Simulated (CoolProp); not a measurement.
Vapour-liquid equilibrium of fluoroethane (R161) (1) + R227EA (2) at 0.0123 MPa; x and y are mole fractions of (1).

Values from CoolProp's multi-fluid Helmholtz-energy mixture model, Wu 2012 and Lemmon 2016; pair parameters Bell 2016.

| x | bubble temperature, mixture model (K) | bubble temperature, Raoult's law (K) | y, mixture model | y, Raoult's law |
|---|---|---|---|---|
| 0.05 | 216.8 | 215.4 | 0.068 | 0.147 |
| 0.125 | 216.0 | 213.1 | 0.197 | 0.323 |
| 0.2 | 214.8 | 211.1 | 0.345 | 0.460 |
| 0.275 | 213.1 | 209.3 | 0.491 | 0.569 |
| 0.35 | 211.2 | 207.7 | 0.620 | 0.656 |
| 0.425 | 209.1 | 206.2 | 0.724 | 0.727 |
| 0.5 | 207.1 | 204.9 | 0.803 | 0.785 |
| 0.575 | 205.3 | 203.6 | 0.862 | 0.834 |
| 0.65 | 203.6 | 202.5 | 0.905 | 0.874 |
| 0.725 | 202.2 | 201.4 | 0.936 | 0.909 |
| 0.8 | 200.9 | 200.4 | 0.959 | 0.939 |
| 0.875 | 199.7 | 199.5 | 0.977 | 0.965 |
| 0.95 | 198.7 | 198.6 | 0.992 | 0.987 |

The largest gap from Raoult's law is +3.8 K in bubble temperature, at x = 0.275. No azeotrope shows between x = 0.05 and 0.95.

The pair parameters rest on a limited set of measurements; away from them the model extrapolates.
